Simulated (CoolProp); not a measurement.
The fluid at 266.67 K and 0.0728 MPa is compressed adiabatically to 0.265 MPa with isentropic efficiency 0.7. The same conditions are run with several fluids, on thermodynamics alone (safety and materials aside).

The numbers come from the reference Helmholtz-energy equation of state of each fluid (isobutane: Bücker 2006; R410A: Lemmon 2003; ethylene: Smukala 2000; methane: Setzmann 1991; propylene: Lemmon 2013) in CoolProp. Blends and air are pseudo-pure fits.

### Question
Rank isobutane, R410A, ethylene, methane, propylene by work (kJ/kg), highest first.

### Answer
methane (297), ethylene (165), propylene (104), isobutane (71.6), R410A (60.9)

```json
[
 {"fluid": "isobutane", "final temperature (K)": "314.0", "final density (kg/m³)": "6.28"},
 {"fluid": "R410A", "final temperature (K)": "342.8", "final density (kg/m³)": "6.89"},
 {"fluid": "ethylene", "final temperature (K)": "370.6", "final density (kg/m³)": "2.43"},
 {"fluid": "methane", "final temperature (K)": "395.1", "final density (kg/m³)": "1.30"},
 {"fluid": "propylene", "final temperature (K)": "336.0", "final density (kg/m³)": "4.10"}
]
```
